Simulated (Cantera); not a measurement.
A perfectly stirred reactor is fed with 100 % N2O, at 1.01 bar; it is held at 1198 K, and followed from long to short residence time.

Cantera simulation using GRI-Mech 3.0 (53 species, 325 reactions); the numbers are that mechanism's predictions, not measurements. GRI-Mech 3.0 was tuned for natural gas; its chemistry of N2O as a main component is partial and can be far from experiment. The mechanism lacks the step 2 NO + O2 → 2 NO2, which can matter for NO2 below about 1400 K. The temperature is held fixed by assumption; the heat of reaction is taken as removed at once.

Problem. Predict: x(N2O) at τ = 0.380 s; x(NO) at τ = 0.380 s; x(O) at τ = 0.380 s; x(NO2) at τ = 0.380 s; x(O2) at τ = 0.380 s; x(N2O) at τ = 53.0 ms; x(NO) at τ = 53.0 ms; x(O) at τ = 53.0 ms; x(NO2) at τ = 53.0 ms; x(O2) at τ = 53.0 ms.

Solution. 
```json
{
 "x(N2O) at τ = 0.380 s": "0.765",
 "x(NO) at τ = 0.380 s": "0.0152",
 "x(O) at τ = 0.380 s": "1.50e-6",
 "x(NO2) at τ = 0.380 s": "0.000167",
 "x(O2) at τ = 0.380 s": "0.0704",
 "x(N2O) at τ = 53.0 ms": "0.957",
 "x(NO) at τ = 53.0 ms": "0.00292",
 "x(O) at τ = 53.0 ms": "1.64e-6",
 "x(NO2) at τ = 53.0 ms": "2.63e-5",
 "x(O2) at τ = 53.0 ms": "0.0128"
}
```
